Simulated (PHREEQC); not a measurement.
Consider water at 25 °C with 0.0044 mol/kgw HBr, 0.056 mol/kgw MgCl2 and 0.039 mol/kgw H2S. Closed to the air; pH follows from the charge balance.

Model: ion-association model, wateq4f.dat, run in PHREEQC.

No solid was allowed to form.

### Question
Predict the pH.

### Answer
pH 2.45.

Complexes and solids missing from the database can't appear. The polysulfide entries of wateq4f.dat were taken out for this run.
